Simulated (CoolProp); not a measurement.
Vapour-liquid equilibrium of cyclohexane (1) + n-heptane (2) at 181.95 °C; x and y are mole fractions of (1).

Model: multi-fluid Helmholtz-energy mixture model, Zhou 2014 and Span 2003; pair parameters Bell 2016, in CoolProp.

| x | bubble pressure (bar) | y at the bubble point | dew pressure at overall composition x (bar) | liquid density (mol/L) |
|---|---|---|---|---|
| 0.05 | 7.245 | 0.064 | 7.212 | 5.282 |
| 0.125 | 7.463 | 0.158 | 7.386 | 5.395 |
| 0.2 | 7.683 | 0.247 | 7.567 | 5.513 |
| 0.275 | 7.904 | 0.332 | 7.756 | 5.636 |
| 0.35 | 8.126 | 0.413 | 7.953 | 5.764 |
| 0.425 | 8.346 | 0.491 | 8.158 | 5.898 |
| 0.5 | 8.567 | 0.566 | 8.372 | 6.038 |
| 0.575 | 8.786 | 0.638 | 8.594 | 6.184 |
| 0.65 | 9.003 | 0.707 | 8.824 | 6.338 |
| 0.725 | 9.219 | 0.773 | 9.062 | 6.499 |
| 0.8 | 9.433 | 0.837 | 9.308 | 6.669 |
| 0.875 | 9.645 | 0.900 | 9.560 | 6.847 |
| 0.95 | 9.855 | 0.960 | 9.819 | 7.035 |

No azeotrope shows between x = 0.05 and 0.95.

Pair parameters are fitted to limited data, so mixtures are less certain than the pure fluids.
